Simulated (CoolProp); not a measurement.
A single-stage vapour-compression cycle with isobutene: evaporating at 310.15 K (dew point), condensing at 362.15 K (bubble point), superheat 8 K, subcooling 2 K, compressor efficiency 0.85, no pressure losses. Each further row changes one setting.

Computed with CoolProp (reference Helmholtz-energy equation of state, Lemmon 2005). It is a short technical equation, of lower accuracy than the large ones.

```json
[
 {"case": "as stated", "cooling COP": "3.76", "pressure ratio": "3.41", "discharge temperature (K)": "368.5", "refrigerating effect (kJ/kg)": "228", "volumetric capacity (kJ/m³)": "2330"},
 {"case": "evaporating temperature 315.15 K", "cooling COP": "4.34", "pressure ratio": "2.98", "discharge temperature (K)": "368.4", "refrigerating effect (kJ/kg)": "235", "volumetric capacity (kJ/m³)": "2730"},
 {"case": "condensing temperature 357.15 K", "cooling COP": "4.34", "pressure ratio": "3.08", "discharge temperature (K)": "363.8", "refrigerating effect (kJ/kg)": "242", "volumetric capacity (kJ/m³)": "2470"},
 {"case": "subcooling 7 K", "cooling COP": "3.99", "pressure ratio": "3.41", "discharge temperature (K)": "368.5", "refrigerating effect (kJ/kg)": "242", "volumetric capacity (kJ/m³)": "2470"},
 {"case": "superheat 18 K", "cooling COP": "3.86", "pressure ratio": "3.41", "discharge temperature (K)": "377.8", "refrigerating effect (kJ/kg)": "247", "volumetric capacity (kJ/m³)": "2410"},
 {"case": "compressor efficiency 0.75", "cooling COP": "3.32", "pressure ratio": "3.41", "discharge temperature (K)": "371.9", "refrigerating effect (kJ/kg)": "228", "volumetric capacity (kJ/m³)": "2330"}
]
```
